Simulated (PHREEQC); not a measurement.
Dissolve 19 mmol/kgw NaH2PO4 at 10 °C. Closed to the air; pH follows from the charge balance.

All values are PHREEQC results (ion-association model, phreeqc.dat), not measurements.

Task: The ionic strength comes out as 0.0191 mol/kgw. What activity coefficients do NaHPO4-, Na+, H2PO4-, H+, HPO4-2 get?

Result: NaHPO4- 0.88, Na+ 0.88, H2PO4- 0.88, H+ 0.89, HPO4-2 0.60.

This is a speciation only: nothing precipitates in the calculation. At this temperature some constants are extrapolated from 25 °C, and those without enthalpy data are left unchanged.
